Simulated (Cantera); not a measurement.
An isothermal, constant-pressure homogeneous reactor starts with 6.25 % CH₄, 93.8 % N₂, at 1975 K and 0.230 bar.

Computed with Cantera and GRI-Mech 3.0 (53 species, 325 reactions). GRI-Mech 3.0 stops at C3 and has no aromatics, soot or wall deposition, so with more carbon than oxygen in the feed, carbon stays in small species such as C2H2 where larger ones or solid carbon would form.

x: mole fraction; the columns are a selection and need not sum to one.

```
t (s)        x CH₄    x C₂H₄     x HCN       x H    x CH₂    x C₂H₆     x CH₃
--------  --------  --------  --------  --------  -------  --------  --------
0.000400    0.0537   0.00193   1.15e-7   7.24e-5        …   4.30e-5   0.00329
0.00114     0.0272   0.00252   3.16e-6  0.000291        …   3.09e-5   0.00278
0.00325    0.00875  0.000233   1.40e-5  0.000477        …   4.17e-6   0.00105
0.00928    0.00212   2.15e-5   3.41e-5  0.000656        …   3.58e-7  0.000321
0.0265    0.000480   5.62e-6   6.10e-5  0.000785        …   2.37e-8   8.53e-5
0.0755    0.000123   4.63e-6   8.94e-5  0.000837        …   1.71e-9   2.31e-5
0.215      3.42e-5   4.57e-6  0.000114  0.000849        …  1.48e-10   6.53e-6
0.615      1.30e-5   4.56e-6  0.000136  0.000851        …  3.33e-11   2.49e-6
1.75       1.13e-5   4.56e-6  0.000171  0.000851  2.68e-8  2.84e-11   2.17e-6
5.00       1.17e-5   4.55e-6  0.000264  0.000851  2.76e-8  2.94e-11   2.23e-6
```

**Question.** Fill in the missing entries.

**Answer.** 
- 0.000400, x CH₂: 8.44e-6
- 0.00114, x CH₂: 1.23e-5
- 0.00325, x CH₂: 6.77e-6
- 0.00928, x CH₂: 2.94e-6
- 0.0265, x CH₂: 9.59e-7
- 0.0755, x CH₂: 2.79e-7
- 0.215, x CH₂: 8.04e-8
- 0.615, x CH₂: 3.08e-8
